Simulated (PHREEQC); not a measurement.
HCl is added in steps, without added water, to 1 kg of water holding 0.03 mol NaHCO3, at 15 °C. CO2 is held at log p = -3.4 (atm). No solid was allowed to form.

Base run: PHREEQC, Pitzer model, pitzer.dat. Each further column changes one thing. The table gives HCO3- (mol/kgw).

```json
[
 {"HCl added (mol)": "0", "base": "0.0212", "database phreeqc.dat, metal-ligand complexes left out": "0.0225", "database phreeqc.dat, all activity coefficients set to 1": "(withheld)", "database phreeqc.dat": "0.0216", "database wateq4f.dat": "0.0216"},
 {"HCl added (mol)": "0.0066", "base": "0.0174", "database phreeqc.dat, metal-ligand complexes left out": "0.0184", "database phreeqc.dat, all activity coefficients set to 1": "(withheld)", "database phreeqc.dat": "0.0177", "database wateq4f.dat": "0.0177"},
 {"HCl added (mol)": "0.0121", "base": "0.0140", "database phreeqc.dat, metal-ligand complexes left out": "0.0147", "database phreeqc.dat, all activity coefficients set to 1": "0.0146", "database phreeqc.dat": "0.0142", "database wateq4f.dat": "0.0142"},
 {"HCl added (mol)": "0.0187", "base": "0.00951", "database phreeqc.dat, metal-ligand complexes left out": "0.00986", "database phreeqc.dat, all activity coefficients set to 1": "0.00975", "database phreeqc.dat": "0.00958", "database wateq4f.dat": "0.00959"},
 {"HCl added (mol)": "0.0253", "base": "0.00433", "database phreeqc.dat, metal-ligand complexes left out": "0.00441", "database phreeqc.dat, all activity coefficients set to 1": "(withheld)", "database phreeqc.dat": "0.00432", "database wateq4f.dat": "0.00432"},
 {"HCl added (mol)": "0.0319", "base": "4.51e-9", "database phreeqc.dat, metal-ligand complexes left out": "4.88e-9", "database phreeqc.dat, all activity coefficients set to 1": "3.64e-9", "database phreeqc.dat": "4.88e-9", "database wateq4f.dat": "4.88e-9"},
 {"HCl added (mol)": "0.0374", "base": "1.20e-9", "database phreeqc.dat, metal-ligand complexes left out": "1.27e-9", "database phreeqc.dat, all activity coefficients set to 1": "9.35e-10", "database phreeqc.dat": "1.27e-9", "database wateq4f.dat": "1.27e-9"},
 {"HCl added (mol)": "0.044", "base": "6.58e-10", "database phreeqc.dat, metal-ligand complexes left out": "6.85e-10", "database phreeqc.dat, all activity coefficients set to 1": "(withheld)", "database phreeqc.dat": "6.85e-10", "database wateq4f.dat": "6.85e-10"}
]
```

### Question
Complete the blanks.

### Answer

- 0, database phreeqc.dat, all activity coefficients set to 1: 0.0224
- 0.0066, database phreeqc.dat, all activity coefficients set to 1: 0.0183
- 0.0253, database phreeqc.dat, all activity coefficients set to 1: 0.00435
- 0.044, database phreeqc.dat, all activity coefficients set to 1: 4.94e-10

 pitzer.dat has no redox and few complexes: it carries them in its interaction parameters. phreeqc.dat and wateq4f.dat share most of their constants, so their agreement is no independent check.
